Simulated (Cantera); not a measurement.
Charge: 1 mol FeS, 0.052 mol H2S, 1.9 mol H2O, equilibrated at 101000 Pa.

Method: chemical equilibrium by Gibbs-energy minimisation in Cantera with the NASA 1993 tables (ideal gas, pure condensed phases). Candidate condensed phases: Fe, FeO, Fe(OH)2, Fe(OH)3, FeS, FeSO4, FeS2, Fe2O3, Fe2(SO4)3, Fe3O4, H2O, H2SO4, S; 22 gas species. FeS: taken at fixed stoichiometry. Kinetics and transport are ignored.

Problem. At 477 °C, list the 4 most abundant gas species with their mole fractions, and the condensed phases.

Solution. H2O 0.973, H2S 0.0246, H2 0.00210, SO2 2.32e-5. Condensed: FeS(s) + FeS2(s).
